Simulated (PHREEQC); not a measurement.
Consider water at 20 °C with 60 mmol/kgw NaOH and 75 mmol/kgw K2SO4. Closed to the air; pH follows from the charge balance.

Equilibrium calculation in PHREEQC: ion-association model, wateq4f.dat.

Each row changes one thing in this solution. This is a speciation only: nothing precipitates in the calculation.

| case | pH | ionic strength (mol/kgw) |
|---|---|---|
| as made | 12.79 | 0.250 |
| diluted 5-fold with water | 12.15 | 0.0541 |
| diluted 2-fold with water | 12.52 | 0.130 |
| temperature from 20 to 60 °C | 11.64 | 0.237 |
| diluted 100-fold with water | 10.92 | 0.00283 |
| K2SO4 left out | 12.85 | 0.0600 |
| K2SO4 from 0.075 to 0.0075 mol/kgw | 12.84 | 0.0805 |

Complexes and solids missing from the database can't appear. At this temperature some constants are extrapolated from 25 °C, and those without enthalpy data are left unchanged.
